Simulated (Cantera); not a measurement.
Feed: 1 mol (CH3)2SiCl2, 11 mol H2, at 13.0 mbar.

These are equilibrium values from Cantera (NASA tables, ideal gas, pure condensed phases), not measurements of a reactor. Candidate condensed phases: C, C6H6, C7H8, C8H18, Si, SiC; 109 gas species. The feed counts by its element totals alone. The tables' values for SiCl3 are old estimates; treat these amounts as uncertain. The numbers say what is thermodynamically allowed, not how fast it happens. All values below are at 1252 °C.

Base state: H2 0.867, HCl 0.132, SiCl2 0.000529, H 0.000193, Cl 2.36e-5, CH4 2.23e-5, SiCl3 1.82e-5, C2H2 (acetylene) 1.05e-5 (mole fractions); condensed: C(graphite) + SiC(s).

### Question
What changes in the equilibrium state with this change: (CH3)2SiCl2 replaced by CH3SiCl3?

### Answer
```json
[
 {"species": "H2", "before": "0.867", "after": "0.787"},
 {"species": "HCl", "before": "0.132", "after": "0.211"},
 {"species": "SiCl2", "before": "0.000529", "after": "0.00148"},
 {"species": "SiCl4", "before": "1.86e-6", "after": "1.46e-5"},
 {"species": "SiCl3", "before": "1.82e-5", "after": "8.55e-5"},
 {"species": "C(graphite), mol", "before": "1.01", "after": "0.0217"},
 {"species": "SiC(s), mol", "before": "0.992", "after": "0.978"}
]
```
